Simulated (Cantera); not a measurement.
## Premixed flame

A freely propagating, adiabatic, planar premixed flame of H₂ : O₂ : N₂ = 1 : 0.185 : 0.611 (molar parts), equivalence ratio 2.7, unburnt at 500 K and 38000 Pa; mixture-averaged transport, grid criteria slope 0.08 and curve 0.16, no radiation.

Cantera simulation using the H2/O2 subset of GRI-Mech 3.0, which has no nitrogen chemistry; the numbers are that mechanism's predictions, not measurements. Burning velocities carry a grid error of a few per cent, more on coarse grids.

```csv
z (mm),T (K),u (m/s),x H₂,x O₂,x H₂O₂,x HO₂,x H₂O,x H
-4.65,500,5.86,0.557,0.103,<1e-8,<1e-8,<1e-8,<1e-8
-3.10,500,5.86,0.557,0.103,<1e-8,<1e-8,<1e-8,<1e-8
-2.32,500,5.86,0.557,0.103,<1e-8,<1e-8,<1e-8,<1e-8
-1.55,500,5.86,0.557,0.103,<1e-8,4.29e-7,8.85e-8,4.71e-8
-0.775,525,6.12,0.554,0.103,3.79e-6,0.000144,0.00117,0.000345
-0.387,741,8.46,0.523,0.0968,4.27e-6,7.22e-5,0.0199,0.0102
0,1116,12.4,0.421,0.0596,3.61e-7,2.69e-5,0.101,0.0578
0.387,1352,15.0,0.338,0.0109,1.61e-7,4.75e-6,0.194,0.0946
0.775,1443,15.9,0.327,0.00133,9.58e-8,5.48e-7,0.214,0.0948
1.55,1538,16.9,0.333,0.000136,8.46e-8,5.47e-8,0.218,0.0835
3.10,1642,17.9,0.343,9.11e-5,6.68e-8,3.63e-8,0.219,0.0686
6.20,1748,18.9,0.354,6.34e-5,4.26e-8,2.58e-8,0.221,0.0530
12.4,1844,19.8,0.364,3.75e-5,2.31e-8,1.65e-8,0.224,0.0384
```
x: mole fraction of selected species; z is measured from the peak of heat release.

The laminar burning velocity comes out as 586 cm/s, the thermal thickness is 1.55 mm and the peak x(H₂O₂) comes out as 6.65e-6. The peak x(HO₂) is 0.000145. The peak x(H) comes out as 0.0967 and the grid points comes out as 140.
